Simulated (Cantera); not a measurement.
Input: 1 mol SiC, 0.0066 mol C, 0.016 mol N2, 0.0098 mol Si, held at 1.00 bar.

Cantera equilibrium calculation (NASA polynomials, part measured and part estimated; ideal gas, pure solids and liquids). Candidate condensed phases: C, Si, SiC, Si3N4; 20 gas species. Mutual solubility and eutectic melting of coexisting phases are not modelled. The tables' values for SiN are old estimates; treat these amounts as uncertain. The numbers say what is thermodynamically allowed, not how fast it happens. All values below are at 2352 °C.

Base state: N2 0.983, Si 0.0116, Si2C 0.00224, SiN 0.000965, Si2N 0.000789, SiC2 0.000423, Si2 0.000368, CN 8.70e-5 (mole fractions); condensed: Si(l) + SiC(s).

**Question.** What changes in the equilibrium state with this change: C from 0.0066 to 0.2 mol?

**Answer.** 
| species | before | after |
|---|---|---|
| N2 | 0.983 | 0.993 |
| Si | 0.0116 | 0.00366 |
| SiC2 | 0.000423 | 0.00134 |
| Si2C | 0.00224 | 0.000711 |
| Si3 | 6.07e-5 | 1.93e-6 |
| C2N2 | 1.57e-5 | 0.000158 |
| Si2 | 0.000368 | 3.69e-5 |
| Si(l), mol | 0.00293 | 0 |
| SiC(s), mol | 1.01 | 1.01 |
| C(graphite), mol | 0 | 0.190 |
